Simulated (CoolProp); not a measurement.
Nitrogen along the isotherm 83.8 K: Z from the reference equation and from simpler models built on Tc = 126.2 K, pc = 3.396 MPa, ω = 0.037; each cubic takes its own stable root.

The numbers come from the reference Helmholtz-energy equation of state, Span 2000 in CoolProp.

```
p (MPa)   phase  reference  van der Waals  Redlich-Kwong
-------  ------  ---------  -------------  -------------
3.77     liquid     0.1927         0.2758         0.1913
7.55     liquid     0.3809         0.5385         0.3769
11.3     liquid     0.5636         0.7904            [?]
15.1     liquid     0.7452          1.040         0.7345
18.9     liquid     0.9238          1.284            [?]
22.6     liquid      1.095            [?]          1.078
26.4     liquid      1.269          1.757          1.248
30.2     liquid      1.440          1.992          1.417
34       liquid      1.609          2.226          1.584
```

### Question
What belongs in the gaps?

### Answer

- 11.3, Redlich-Kwong: 0.5564
- 18.9, Redlich-Kwong: 0.9097
- 22.6, van der Waals: 1.519
